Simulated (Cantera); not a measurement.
An isothermal, constant-pressure homogeneous reactor starts with NH₃ : N₂ = 1 : 2.3 (molar parts), at 2300 K and 0.132 atm.

Detailed kinetics in Cantera: the gas-phase N/H chemistry of the illustrative SiF4/NH3 mechanism in the Surface Chemkin manual (1991). Walls and surfaces, which speed up NH3 decomposition in real reactors, are not modelled.

One state of this run: x NH₃ = 0.203; x N₂H₂ = 4.33e-6; x N₂ = 0.681; x N₂H₄ = 2.18e-8; x NH = 6.45e-5; x N = 5.38e-6; x H = 0.000308. x: mole fraction; the columns are a selection and need not sum to one.

Task: Which value of t (s) does it belong to?
A) 0.00606
B) 0.0612
C) 6.23
D) 0.0192

Result: A, 0.00606
